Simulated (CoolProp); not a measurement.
Vapour pressure (bar) of cis-2-butene: the reference equation beside estimates from Tc = 162.6 °C, pc = 42.36 bar, ω = 0.202. Clausius-Clapeyron is anchored at 86.05 °C with a constant enthalpy of vaporisation of 17.63 kJ/mol.

Model: reference Helmholtz-energy equation of state, Lemmon 2005, in CoolProp. It is a short technical equation, of lower accuracy than the large ones.

```json
[
 {"T (°C)": "69.55", "reference": "7.314", "Clausius-Clapeyron": "…", "van der Waals": "…"},
 {"T (°C)": "75.05", "reference": "…", "Clausius-Clapeyron": "8.814", "van der Waals": "16.15"},
 {"T (°C)": "80.55", "reference": "9.416", "Clausius-Clapeyron": "9.689", "van der Waals": "17.36"},
 {"T (°C)": "86.05", "reference": "10.62", "Clausius-Clapeyron": "10.62", "van der Waals": "18.63"},
 {"T (°C)": "91.55", "reference": "…", "Clausius-Clapeyron": "11.61", "van der Waals": "19.95"},
 {"T (°C)": "97.05", "reference": "13.36", "Clausius-Clapeyron": "…", "van der Waals": "21.32"},
 {"T (°C)": "102.55", "reference": "14.92", "Clausius-Clapeyron": "13.76", "van der Waals": "22.76"},
 {"T (°C)": "108.05", "reference": "16.60", "Clausius-Clapeyron": "14.93", "van der Waals": "24.25"},
 {"T (°C)": "113.55", "reference": "18.42", "Clausius-Clapeyron": "…", "van der Waals": "25.80"},
 {"T (°C)": "119.05", "reference": "20.38", "Clausius-Clapeyron": "17.45", "van der Waals": "…"},
 {"T (°C)": "124.55", "reference": "22.50", "Clausius-Clapeyron": "18.81", "van der Waals": "29.09"},
 {"T (°C)": "130.05", "reference": "24.78", "Clausius-Clapeyron": "20.23", "van der Waals": "30.82"},
 {"T (°C)": "135.55", "reference": "27.23", "Clausius-Clapeyron": "…", "van der Waals": "32.62"},
 {"T (°C)": "141.05", "reference": "29.87", "Clausius-Clapeyron": "23.26", "van der Waals": "34.47"},
 {"T (°C)": "146.55", "reference": "32.71", "Clausius-Clapeyron": "24.87", "van der Waals": "36.39"}
]
```

Q: What belongs in the gaps?

A: 
- 69.55, Clausius-Clapeyron: 7.993
- 69.55, van der Waals: 15.00
- 75.05, reference: 8.316
- 91.55, reference: 11.93
- 97.05, Clausius-Clapeyron: 12.66
- 113.55, Clausius-Clapeyron: 16.16
- 119.05, van der Waals: 27.41
- 135.55, Clausius-Clapeyron: 21.71

Absolute difference from the reference over all 15 rows, mean and median: Clausius-Clapeyron 11.4 and 10.1 %, van der Waals 50.6 and 46.1 %.
